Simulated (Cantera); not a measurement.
An isothermal, constant-pressure homogeneous reactor starts with 1.08 % C2H6, 98.9 % H2, at 1400 K and 0.0170 bar.

Cantera simulation using GRI-Mech 3.0 (53 species, 325 reactions); the numbers are that mechanism's predictions, not measurements. GRI-Mech 3.0 stops at C3 and has no aromatics, soot or wall deposition, so with more carbon than oxygen in the feed, carbon stays in small species such as C2H2 where larger ones or solid carbon would form. Radical loss at walls, strong at low pressure, is not modelled.

### Question
Predict: x(C2H6) at 40.0 s; x(H2) at 40.0 s; x(C2H2) at 40.0 s; x(H) at 40.0 s; x(C2H4) at 40.0 s.

### Answer
| Item | Value |
|---|---|
| x(C2H6) at 40.0 s | 9.00e-8 (gas-phase equilibrium 3.81e-8) |
| x(H2) at 40.0 s | 0.985 (gas-phase equilibrium 0.987) |
| x(C2H2) at 40.0 s | 0.00576 (gas-phase equilibrium 0.00840) |
| x(H) at 40.0 s | 3.49e-5 (gas-phase equilibrium 3.73e-5) |
| x(C2H4) at 40.0 s | 8.08e-5 (gas-phase equilibrium 0.000116) |
